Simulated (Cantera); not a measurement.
What does this Cantera script print?

```python
import numpy as np
import cantera as ct

gas_names = """
    AL ALBr ALBr3 ALN AL2 AL2Br6 Br Br2 N N2
""".split()
cond_names = """
    AL(cr) AL(L) ALBr3(s) ALBr3(L) ALN(s) Br2(cr) Br2(L)
""".split()


def load(file, names, dense=False):
    # The tables refer to 1 bar. Condensed volumes are neglected.
    table = {s.name: s for s in ct.Species.list_from_file(file)}
    out = []
    for n in names:
        d = dict(table[n].input_data)
        d["thermo"] = dict(d["thermo"], **{"reference-pressure": 1e5})
        if dense:
            d["equation-of-state"] = {"model": "constant-volume", "density": "1e6 g/cm^3"}
        out.append(ct.Species.from_dict(d))
    return out


gas = ct.Solution(thermo="ideal-gas", species=load("nasa_gas.yaml", gas_names))
cond = {s.name: ct.Solution(thermo="fixed-stoichiometry", species=[s], name=s.name)
        for s in load("nasa_condensed.yaml", cond_names, dense=True)}
atoms = {
    'Al': {'AL': 1},
    'Br2': {'Br': 2},
    'N2': {'N': 2},
}
top_T = {'ALN(s)': 2750}  # K; cautious upper limits of use, not melting points


def equilibrate(T, P, feed):
    n = {}
    for name, mol in feed.items():
        for a, k in atoms[name].items():
            n[a] = n.get(a, 0.0) + k * mol
    gas.TPX = T, P, n
    mass = sum(n.values()) * gas.mean_molecular_weight
    gas.equilibrate("TP")
    valid = [c for c in cond.values() if c.min_temp <= T <= top_T.get(c.name, c.max_temp)]
    mix = ct.Mixture([(gas, mass / gas.mean_molecular_weight)] + [(c, 0.0) for c in valid])
    mix.T, mix.P = T, P
    mix.equilibrate("TP", solver="vcs", rtol=1e-11, max_steps=5000)
    return mix


results = []
T = 1425  # K
P = 6.6  # Pa
for m in [0.37, 0.55, 0.74, 0.93, 1.1, 1.3, 1.5, 1.7, 1.9, 2, 2.2]:
    feed = {'Al': 1, 'Br2': m, 'N2': 0.95}  # mol
    mix = equilibrate(T, P, feed)
    results.append((T, P, feed, dict(zip(mix.species_names, mix.species_moles))))

top = {s: max(r[3][s] / sum(r[3][g] for g in gas_names) for r in results) for s in gas_names}
cols = sorted((s for s in top if top[s] > 1e-06), key=lambda s: -top[s])[:9]
seen = [c for c in cond_names if any(r[3].get(c, 0) > 1e-12 for r in results)]
print("log10 of partial pressures in bar; condensed amounts in mol")
print(f"{'n(Br2)':>10s}" + "".join(f"{s[:9]:>10s}" for s in cols + seen))
for T, P, feed, n in results:
    ng = sum(n[g] for g in gas_names)
    print(f"{feed['Br2']:10.4g}" + "".join(f"{np.log10(max(n[s] / ng * P / 1e5, 1e-99)):10.3f}" for s in cols)
          + "".join(f"{n.get(c, 0):10.4g}" for c in seen))
```

It prints:

```
log10 of partial pressures in bar; condensed amounts in mol
    n(Br2)        N2        Br     ALBr3      ALBr       Br2        AL    ALN(s)
      0.37    -4.405    -5.793    -5.055    -4.791   -10.172    -9.175     0.582
      0.55    -4.448    -5.771    -4.967    -4.747   -10.128    -9.153    0.3929
      0.74    -4.481    -5.759    -4.916    -4.719   -10.105    -9.136    0.1929
      0.93    -4.505    -5.746    -4.877    -4.706   -10.080    -9.136         0
       1.1    -4.509    -5.607    -4.737    -4.846    -9.801    -9.415         0
       1.3    -4.518    -5.431    -4.625    -5.084    -9.450    -9.829         0
       1.5    -4.537    -5.195    -4.563    -5.495    -8.976   -10.477         0
       1.7    -4.584    -4.901    -4.575    -6.095    -8.389   -11.370         0
       1.9    -4.646    -4.708    -4.629    -6.535    -8.003   -12.003         0
         2    -4.675    -4.645    -4.657    -6.688    -7.878   -12.218         0
       2.2    -4.729    -4.558    -4.710    -6.916    -7.702   -12.535         0
```

Method: chemical equilibrium by Gibbs-energy minimisation in Cantera with the NASA 1993 tables (ideal gas, pure condensed phases).
